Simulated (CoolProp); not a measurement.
A single-stage vapour-compression cycle with R245fa: evaporating at 244.15 K (dew point), condensing at 310.15 K (bubble point), superheat 2 K, subcooling 8 K, compressor efficiency 0.6, no pressure losses. Each further row changes one setting.

Computed with CoolProp (reference Helmholtz-energy equation of state, Akasaka 2015).

```tsv
case	cooling COP	pressure ratio	discharge temperature (K)	refrigerating effect (kJ/kg)	volumetric capacity (kJ/m³)
as stated	1.78	19.4	346.5	147	114
evaporating temperature 249.15 K	2.02	14.5	342.3	151	154
condensing temperature 305.15 K	1.99	16.3	340.5	154	119
subcooling 13 K	1.86	19.4	346.5	154	119
superheat 12 K	1.80	19.4	357.7	155	115
compressor efficiency 0.5	1.49	19.4	363.1	147	114
```
